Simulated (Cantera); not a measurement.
Feed: 1 mol Si, 6.2 mol NF3, 0.34 mol N2, at 1.50 mbar.

Equilibrium computed with Cantera from the NASA thermochemical tables; the gas is ideal and each condensed phase is pure. Candidate condensed phases: Si, Si3N4; 16 gas species. Equilibrium is a limit: real reactors are often held back by kinetics, nucleation or transport. All values below are at 800 K.

Base state: F2 0.495, N2 0.270, F 0.151, SiF4 0.0792, NF3 0.00549 (mole fractions); condensed: gas only.

What changes in the equilibrium state with this change: pressure from 1.50 mbar to 0.100 bar?


| species | before | after |
|---|---|---|
| F2 | 0.495 | 0.393 |
| NF3 | 0.00549 | 0.245 |
| N2 | 0.270 | 0.240 |
| F | 0.151 | 0.0165 |
| SiF4 | 0.0792 | 0.105 |
